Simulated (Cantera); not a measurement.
Charge: 1 mol B, 4.7 mol O₂, equilibrated at 1750 K and 76.0 Pa.

Cantera equilibrium calculation (NASA polynomials, part measured and part estimated; ideal gas, pure solids and liquids). Candidate condensed phases: B, B₂O₃; 10 gas species. Kinetics and transport are ignored.

Base state: O₂ 0.876, B₂O₃ 0.101, BO₂ 0.0206, O 0.00254, BO 1.45e-5 (mole fractions); condensed: gas only.

Task: What changes in the equilibrium state with this change: temperature from 1750 K to 1925 K?

Result: 
| species | before | after |
|---|---|---|
| O₂ | 0.876 | 0.855 |
| B₂O₃ | 0.101 | 0.0880 |
| BO₂ | 0.0206 | 0.0447 |
| O | 0.00254 | 0.0123 |
| BO | 1.45e-5 | 0.000178 |

Task: What changes in the equilibrium state with this change: O₂ from 4.7 to 0.11 mol?

Result: 
```json
[
 {"species": "B₂O₂", "before": "3.48e-8", "after": "0.838"},
 {"species": "B₂O₃", "before": "0.101", "after": "0.0900"},
 {"species": "BO", "before": "1.45e-5", "after": "0.0712"},
 {"species": "O₂", "before": "0.876", "after": "<1e-9"},
 {"species": "BO₂", "before": "0.0206", "after": "3.74e-6"},
 {"species": "O", "before": "0.00254", "after": "<1e-9"},
 {"species": "B₂O", "before": "<1e-9", "after": "0.000502"},
 {"species": "B(s), mol", "before": "0", "after": "0.790"}
]
```

Task: What changes in the equilibrium state with this change: temperature from 1750 K to 1725 K?

Result: 
```tsv
species	before	after
O₂	0.876	0.877
B₂O₃	0.101	0.103
BO₂	0.0206	0.0182
BO	1.45e-5	9.70e-6
O	0.00254	0.00197
```
